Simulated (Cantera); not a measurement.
Hydrocarbon pyrolysis for carbon deposition

A perfectly stirred reactor is fed with 1.33 % C2H6, 98.4 % H2, 0.253 % N2, at 2670 Pa; it is held at 1975 K, and followed from long to short residence time.

Detailed kinetics in Cantera: GRI-Mech 3.0 (53 species, 325 reactions). GRI-Mech 3.0 stops at C3 and has no aromatics, soot or wall deposition, so with more carbon than oxygen in the feed, carbon stays in small species such as C2H2 where larger ones or solid carbon would form. Radical loss at walls, strong at low pressure, is not modelled.

| τ (s) | x C2H6 | x H2 | x C2H2 | x CH4 | x C2H | x C2H4 |
|---|---|---|---|---|---|---|
| 8.0 | 3.04e-8 | 0.976 | 0.0126 | 0.000555 | 1.79e-6 | 2.75e-6 |
| 2.4 | 1.04e-7 | 0.976 | 0.0123 | 0.00104 | 1.69e-6 | 3.20e-6 |
| 0.70 | 3.67e-7 | 0.976 | 0.0118 | 0.00200 | 1.54e-6 | 4.81e-6 |
| 0.21 | 1.27e-6 | 0.975 | 0.0108 | 0.00373 | 1.32e-6 | 9.97e-6 |
| 0.061 | 4.46e-6 | 0.974 | 0.00919 | 0.00667 | 1.06e-6 | 2.58e-5 |
| 0.018 | 1.50e-5 | 0.972 | 0.00709 | 0.0104 | 8.01e-7 | 6.55e-5 |
| 0.0053 | 4.90e-5 | 0.970 | 0.00507 | 0.0138 | 5.83e-7 | 0.000154 |
| 0.0016 | 0.000156 | 0.969 | 0.00360 | 0.0157 | 4.26e-7 | 0.000351 |
| 0.00046 | 0.000521 | 0.968 | 0.00241 | 0.0160 | 2.86e-7 | 0.000818 |
| 0.00014 | 0.00163 | 0.969 | 0.00123 | 0.0141 | 1.35e-7 | 0.00150 |
x: mole fraction; the columns are a selection and need not sum to one.
